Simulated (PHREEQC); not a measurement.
A solution holds 0.0025 mol Cu(NO3)2, 0.002 mol HNO3 and 0.00017 mol Na2SO4 per kg of water, at 20 °C. Closed to the air; pH follows from the charge balance.

Equilibrium calculation in PHREEQC: ion-association model, wateq4f.dat.

This is a speciation only: nothing precipitates in the calculation.

Question: Order these S species by the share of S that they hold, largest first: CuSO4, SO4-2, HSO4-.

Answer: SO4-2 (75 %), CuSO4 (17 %), HSO4- (8.8 %)

The pH is 2.74 and the ionic strength 0.00987 mol/kgw. Complexes and solids missing from the database can't appear.
